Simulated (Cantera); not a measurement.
## Low-pressure radical oxidation in H2/O2

An isothermal, constant-pressure homogeneous reactor starts with 21.3 % H2, 78.7 % O2, equivalence ratio 0.14, at 1350 K and 0.0132 atm.

Cantera simulation using GRI-Mech 3.0 (53 species, 325 reactions); the numbers are that mechanism's predictions, not measurements. Radical loss at walls, strong at low pressure, is not modelled. The temperature is held fixed by assumption; the heat of reaction is taken as removed at once.

```tsv
t (s)	x H2	x O2	x HO2	x O	x OH	x H2O2	x H2O
0.000100	0.213	0.787	1.91e-7	2.60e-7	1.95e-7	5.22e-10	4.81e-7
0.000316	0.212	0.787	6.93e-7	5.43e-5	4.02e-5	5.16e-9	0.000134
0.00100	0.0118	0.657	6.14e-6	0.0883	0.0165	2.53e-7	0.160
0.00316	0.0101	0.667	6.33e-6	0.0808	0.0156	2.55e-7	0.170
0.0100	0.00762	0.697	6.71e-6	0.0560	0.0138	2.82e-7	0.193
0.0316	0.00276	0.740	5.91e-6	0.0186	0.00852	2.57e-7	0.223
0.100	0.000349	0.759	2.25e-6	0.00229	0.00306	1.14e-7	0.235
0.316	3.90e-5	0.761	4.24e-7	0.000256	0.00103	3.52e-8	0.237
1.00	6.31e-6	0.762	1.03e-7	4.16e-5	0.000415	1.09e-8	0.238
3.16	1.42e-6	0.762	6.51e-8	9.42e-6	0.000197	3.75e-9	0.238
10.0	5.55e-7	0.762	7.80e-8	3.67e-6	0.000123	2.04e-9	0.238
```
x: mole fraction; the columns are a selection and need not sum to one.

Equilibrium at this temperature and pressure: H2 4.85e-7, O2 0.762, HO2 8.15e-8, O 3.21e-6, OH 0.000115, H2O2 1.90e-9, H2O 0.238 (gas phase only).
